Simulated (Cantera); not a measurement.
**Hydrocarbon pyrolysis for carbon deposition**

A perfectly stirred reactor is fed with CH₄ : N₂ = 1 : 14 (molar parts), at 1.01 bar; it is held at 1850 K, and followed from long to short residence time.

Computed with Cantera and GRI-Mech 3.0 (53 species, 325 reactions). GRI-Mech 3.0 stops at C3 and has no aromatics, soot or wall deposition, so with more carbon than oxygen in the feed, carbon stays in small species such as C2H2 where larger ones or solid carbon would form.

```csv
τ (s),x CH₄,x C₂H₄,x CH₂,x C₂H₆,x C₂H,x H₂
2.0,0.00138,4.89e-5,9.77e-8,1.49e-7,5.72e-7,0.0916
0.63,0.00245,5.16e-5,1.69e-7,4.60e-7,5.59e-7,0.0901
0.20,0.00436,6.20e-5,2.86e-7,1.42e-6,5.35e-7,0.0873
0.064,0.00769,9.76e-5,4.72e-7,4.28e-6,4.97e-7,0.0825
0.020,0.0135,0.000214,7.53e-7,1.27e-5,4.37e-7,0.0741
0.0065,0.0224,0.000533,1.12e-6,3.40e-5,3.54e-7,0.0610
0.0021,0.0345,0.00126,1.53e-6,7.95e-5,2.45e-7,0.0429
0.00066,0.0486,0.00220,1.80e-6,0.000144,1.15e-7,0.0218
0.00021,0.0608,0.00136,1.29e-6,0.000128,1.93e-8,0.00558
```
x: mole fraction; the columns are a selection and need not sum to one.
